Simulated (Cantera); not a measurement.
What does this Cantera script print?

```python
import numpy as np
import cantera as ct

gas_names = """
    H HNO HNO2 HNO3 HO2 H2 H2O H2O2 N NH NH2 NH3 NH2OH NO NO2 NO3 N2 N2H2 N2H4 N2O O OH O2 O3 Si SiH
    SiH2 SiH3 SiH4 SiN SiO SiO2 Si2 Si2N Si3
""".split()
cond_names = """
    H2O(s) H2O(L) Si(cr) Si(L) SiO2(Lqz) SiO2(hqz) SiO2(L) Si2N2O(s) Si3N4(a)
""".split()


# ... load() reads the species with a 1 bar reference pressure and builds the phases ...
atoms = {
    'SiH4': {'Si': 1, 'H': 4},
    'N2O': {'N': 2, 'O': 1},
    'N2': {'N': 2},
}
top_T = {'Si2N2O(s)': 2100, 'Si3N4(a)': 2400}  # K; cautious upper limits of use, not melting points


# ... equilibrate(T, P, feed) seeds the gas with the atoms and calls Mixture.equilibrate('TP', solver="vcs", rtol=1e-11, max_steps=5000) ...
results = []
feed = {'SiH4': 1, 'N2O': 0.91, 'N2': 32}  # mol
T = 1573.15  # K
P = 1200  # Pa
mix = equilibrate(T, P, feed)
results.append((T, P, feed, dict(zip(mix.species_names, mix.species_moles))))
print(gas.report(threshold=1e-05))
for i in range(1, mix.n_phases):
    print(f"{mix.phase(i).name:16s} {mix.phase_moles(i):12.5e} mol")
```

Output:

```
       temperature   1573.2 K
          pressure   1200 Pa
           density   0.0024408 kg/m^3
  mean mol. weight   26.605 kg/kmol
   phase of matter   gas

                          1 kg             1 kmol
                     ---------------   ---------------
          enthalpy        1.5144e+06         4.029e+07  J
   internal energy        1.0227e+06         2.721e+07  J
           entropy             10483         2.789e+05  J/K
    Gibbs function       -1.4977e+07       -3.9846e+08  J
 heat capacity c_p            1310.6             34868  J/K
 heat capacity c_v            998.07             26553  J/K

                      mass frac. Y      mole frac. X     chem. pot. / RT
                     ---------------   ---------------   ---------------
                 H        3.3753e-06        8.9086e-05           -13.011
                H2         0.0043512          0.057421           -26.023
               H2O        7.7773e-06        1.1486e-05           -60.754
                N2           0.98677           0.93713           -30.648
               SiO         0.0088689         0.0053524           -46.147
     [  +30 minor]        1.6733e-08        1.7127e-08

Si(cr)            0.00000e+00 mol
SiO2(hqz)         2.10986e-01 mol
Si2N2O(s)         3.01385e-01 mol
Si3N4(a)          0.00000e+00 mol
```

Equilibrium computed with Cantera from the NASA thermochemical tables; the gas is ideal and each condensed phase is pure. Mutual solubility and eutectic melting of coexisting phases are not modelled. The tables hold silica as quartz up to 1696 K and as liquid above; real silica turns to tridymite and cristobalite and melts near 1996 K.
